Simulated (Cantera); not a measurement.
Charge: 1 mol BF3, 0.83 mol H2O, at 1125 K and 100 Torr.

Equilibrium computed with Cantera from the NASA thermochemical tables; the gas is ideal and each condensed phase is pure. Candidate condensed phases: B, B2O3, B3O3H3, H2O; 43 gas species. Gases not in the tables: H3BO3. The numbers say what is thermodynamically allowed, not how fast it happens.

Base state: BF3 0.368, HF 0.313, H2O 0.272, B3O3F3 0.0450, BOF 0.00162, (HBO2)3 0.000812, HBO2 0.000378 (mole fractions); condensed: B2O3(l).

Question: What changes in the equilibrium state with this change: BF3 replaced by B2O3?

Answer: 
```csv
species,before,after
H2O,0.272,0.994
(HBO2)3,0.000812,0.00568
HBO2,0.000378,0.000723
BF3,0.368,0
HF,0.313,0
B3O3F3,0.0450,0
BOF,0.00162,0
"B2O3(l), mol",0.0100,0.993
```

Question: What changes in the equilibrium state with this change: pressure from 100 Torr to 21.0 Torr?

Answer: 
| species | before | after |
|---|---|---|
| HF | 0.313 | 0.371 |
| BF3 | 0.368 | 0.344 |
| H2O | 0.272 | 0.238 |
| B3O3F3 | 0.0450 | 0.0421 |
| BOF | 0.00162 | 0.00449 |
| (HBO2)3 | 0.000812 | 0.000304 |
| B2O3(l), mol | 0.0100 | 0.0342 |
